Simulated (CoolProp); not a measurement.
Vapour-liquid equilibrium of R114 (1) + benzene (2) at 301.9 K; x and y are mole fractions of (1).

Values from CoolProp's multi-fluid Helmholtz-energy mixture model, Platzer 1990 and Thol 2012; pair parameters Bell 2016. This equation is an older, rougher fit; its heat capacities, sound speeds and derivatives of the liquid may be far off and weren't checked against measurements.

```json
[
 {"x": "0.05", "bubble pressure (bar)": "0.5042", "y at the bubble point": "0.711", "dew pressure at overall composition x (bar)": "0.1584", "liquid density (mol/L)": "10.98"},
 {"x": "0.2", "bubble pressure (bar)": "1.150", "y at the bubble point": "0.884", "dew pressure at overall composition x (bar)": "0.1877", "liquid density (mol/L)": "10.54"},
 {"x": "0.35", "bubble pressure (bar)": "1.471", "y at the bubble point": "0.917", "dew pressure at overall composition x (bar)": "0.2302", "liquid density (mol/L)": "10.11"},
 {"x": "0.5", "bubble pressure (bar)": "1.675", "y at the bubble point": "0.933", "dew pressure at overall composition x (bar)": "0.2976", "liquid density (mol/L)": "9.698"},
 {"x": "0.65", "bubble pressure (bar)": "1.856", "y at the bubble point": "0.948", "dew pressure at overall composition x (bar)": "0.4203", "liquid density (mol/L)": "9.301"},
 {"x": "0.8", "bubble pressure (bar)": "2.060", "y at the bubble point": "0.966", "dew pressure at overall composition x (bar)": "0.7126", "liquid density (mol/L)": "8.920"},
 {"x": "0.95", "bubble pressure (bar)": "2.315", "y at the bubble point": "0.990", "dew pressure at overall composition x (bar)": "1.880", "liquid density (mol/L)": "8.559"}
]
```

No azeotrope shows between x = 0.05 and 0.95.

Pair parameters are fitted to limited data, so mixtures are less certain than the pure fluids. With so large a gap from Raoult's law the liquid may split in two, which this calculation doesn't test in full.
